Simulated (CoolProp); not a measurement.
Model: reference Helmholtz-energy equation of state, Thol 2016, in CoolProp.

Task: For hexamethyldisiloxane (MM), give the phase and the cp (kJ/(kg K)), Joule-Thomson coefficient (K/MPa), isothermal compressibility (1/MPa), fugacity coefficient at 390.9 K and 2.41 MPa.

Result: 
- 390.9 K and 2.41 MPa: liquid; cp 2.15, Joule-Thomson coefficient -0.203, isothermal compressibility 0.00516, fugacity coefficient 0.0736
